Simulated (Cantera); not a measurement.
An isothermal, constant-pressure homogeneous reactor starts with 8.59 % H2, 91.4 % O2, equivalence ratio 0.047, at 1350 K and 20.0 Torr.

Model: the H2/O2 subset of GRI-Mech 3.0, which has no nitrogen chemistry, integrated in Cantera. Radical loss at walls, strong at low pressure, is not modelled. The temperature is held fixed by assumption; the heat of reaction is taken as removed at once.

One state of this run: x H2 = 0.000311; x O2 = 0.902; x H = 0.000674; x O = 0.00652; x OH = 0.00314; x H2O = 0.0871; x H2O2 = 1.35e-7. x: mole fraction; the columns are a selection and need not sum to one.

Question: Which value of t (s) does it belong to?
A. 0.0293
B. 0.000143
C. 0.000541
D. 0.111

Answer: A, 0.0293
